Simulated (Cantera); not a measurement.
An isothermal, constant-pressure homogeneous reactor starts with C2H4 : H2 = 1 : 49 (molar parts), at 1975 K and 0.0133 bar.

Detailed kinetics in Cantera: GRI-Mech 3.0 (53 species, 325 reactions). GRI-Mech 3.0 was tuned for natural gas; its chemistry of ethylene as a main component is partial and can be far from experiment. GRI-Mech 3.0 stops at C3 and has no aromatics, soot or wall deposition, so with more carbon than oxygen in the feed, carbon stays in small species such as C2H2 where larger ones or solid carbon would form. Radical loss at walls, strong at low pressure, is not modelled.

x: mole fraction; the columns are a selection and need not sum to one.

| t (s) | x C2H4 | x H2 | x CH2 | x C2H2 | x C2H |
|---|---|---|---|---|---|
| 7.00e-6 | 0.0200 | 0.980 | 2.75e-12 | 4.38e-5 | <1e-12 |
| 4.12e-5 | 0.0197 | 0.980 | 9.38e-11 | 0.000257 | 9.66e-12 |
| 0.000242 | 0.0185 | 0.980 | (withheld) | 0.00147 | 3.18e-10 |
| 0.00142 | 0.0125 | 0.980 | (withheld) | 0.00738 | 8.31e-9 |
| 0.00837 | 0.000930 | 0.980 | (withheld) | 0.0187 | 6.95e-8 |
| 0.0492 | 7.33e-6 | 0.980 | 7.53e-11 | 0.0196 | 2.47e-7 |
| 0.289 | 3.55e-6 | 0.977 | (withheld) | 0.0196 | 1.19e-6 |
| 1.70 | 2.03e-6 | 0.970 | (withheld) | 0.0195 | 3.71e-6 |
| 10.0 | 1.94e-6 | 0.969 | (withheld) | 0.0195 | 4.05e-6 |

### Question
What belongs in the gaps?

### Answer

- 0.000242, x CH2: 1.23e-9
- 0.00142, x CH2: 5.09e-9
- 0.00837, x CH2: 1.30e-9
- 0.289, x CH2: 1.11e-9
- 1.70, x CH2: 3.81e-8
- 10.0, x CH2: 1.15e-7
